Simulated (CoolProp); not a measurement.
A Linde-Hampson liquefier for ethane: isothermal reversible compression at 320 K from 1 atm to 30 MPa, throttling to 1 atm, return gas leaving the recuperator 0 K below the feed. Each further row changes one setting.

Computed with CoolProp (reference Helmholtz-energy equation of state, Bücker 2006).

| case | liquid yield per pass | compression work (kJ/kg of gas) |
|---|---|---|
| as stated | ? | 390 |
| high pressure 60 MPa | ? | 457 |
| warm-end temperature 350 K | ? | 457 |
| warm-end gap 5 K | ? | 390 |

What belongs in the gaps?


- as stated, liquid yield per pass: 0.467
- high pressure 60 MPa, liquid yield per pass: 0.439
- warm-end temperature 350 K, liquid yield per pass: 0.393
- warm-end gap 5 K, liquid yield per pass: 0.460
